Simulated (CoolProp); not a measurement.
Saturated liquid density (kg/m³) of n-dodecane: the reference equation beside estimates from Tc = 658.1 K, pc = 1.818 MPa, ω = 0.574.

Computed with CoolProp (reference Helmholtz-energy equation of state, Lemmon 2004). It is a short technical equation, of lower accuracy than the large ones.

| T (K) | reference | Soave-Redlich-Kwong | Peng-Robinson |
|---|---|---|---|
| 462.1 | 618.5 | 509.5 | 575.7 |
| 470.5 | 611.2 | 503.5 | 569.1 |
| 478.9 | 603.7 | 497.2 | 562.3 |
| 487.3 | 596.0 | 490.7 | 555.2 |
| 495.8 | 588.0 | 483.8 | 547.6 |
| 504.2 | 580.0 | 476.7 | 539.7 |
| 512.6 | 571.7 | 469.2 | 531.5 |
| 521 | 563.1 | 461.4 | 522.8 |
| 529.4 | 554.3 | 453.2 | 513.7 |
| 537.9 | 545.0 | 444.5 | 503.9 |
| 546.3 | 535.6 | 435.4 | 493.8 |
| 554.7 | 525.7 | 425.8 | 483.0 |
| 563.1 | 515.4 | 415.7 | 471.5 |
| 571.6 | 504.4 | 404.8 | 459.1 |
| 580 | 493.0 | 393.3 | 446.0 |

Absolute difference from the reference over all 15 rows, mean and median: Soave-Redlich-Kwong 18.4 and 18.1 %, Peng-Robinson 7.6 and 7.2 %.
